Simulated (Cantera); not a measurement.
Cantera run, input and output.

```python
import numpy as np
import cantera as ct

gas = ct.Solution("gri30.yaml", transport_model="multicomponent")
show = ['H2O', 'N2', 'NO']

rows = []
print(f"{'T/K':>7s}{'rho':>11s}{'cp':>10s}{'mu':>11s}{'lambda':>11s}{'Pr':>7s}" + "".join(f"{'D_' + s:>11s}" for s in show))
for T in [400, 650, 900, 1150, 1400, 1650, 1900]:
    gas.TPX = T, 110, {'N2O': 0.5, 'N2': 0.11}
    Pr = gas.cp_mass * gas.viscosity / gas.thermal_conductivity
    D = [gas.mix_diff_coeffs_mole[gas.species_index(s)] for s in show]
    rows.append([gas.density, gas.cp_mass, gas.viscosity, gas.thermal_conductivity, Pr, *D])
    print(f"{T:7g}{gas.density:11.4e}{gas.cp_mass:10.1f}{gas.viscosity:11.4e}"
          f"{gas.thermal_conductivity:11.4e}{Pr:7.3f}" + "".join(f"{d:11.4e}" for d in D))
print("SI units: kg/m3, J/kg/K, Pa s, W/m/K, m2/s")
```

Result:

```
    T/K        rho        cp         mu     lambda     Pr      D_H2O       D_N2       D_NO
    400 1.3603e-03     979.7 1.9886e-05 2.6484e-02  0.736 2.8240e-02 2.4287e-02 2.4854e-02
    650 8.3711e-04    1121.6 2.9455e-05 4.4765e-02  0.738 7.1470e-02 5.6844e-02 5.7974e-02
    900 6.0458e-04    1216.8 3.7428e-05 6.1797e-02  0.737 1.2955e-01 9.9023e-02 1.0085e-01
   1150 4.7315e-04    1274.1 4.4435e-05 7.7000e-02  0.735 2.0021e-01 1.4965e-01 1.5232e-01
   1400 3.8866e-04    1315.0 5.0791e-05 9.1033e-02  0.734 2.8204e-01 2.0799e-01 2.1162e-01
   1650 3.2977e-04    1346.6 5.6677e-05 1.0421e-01  0.732 3.7411e-01 2.7352e-01 2.7824e-01
   1900 2.8638e-04    1370.7 6.2206e-05 1.1659e-01  0.731 4.7577e-01 3.4584e-01 3.5176e-01
SI units: kg/m3, J/kg/K, Pa s, W/m/K, m2/s
```

Computed with Cantera and GRI-Mech 3.0 (53 species, 325 reactions). The composition is frozen, though it would react at the higher temperatures.
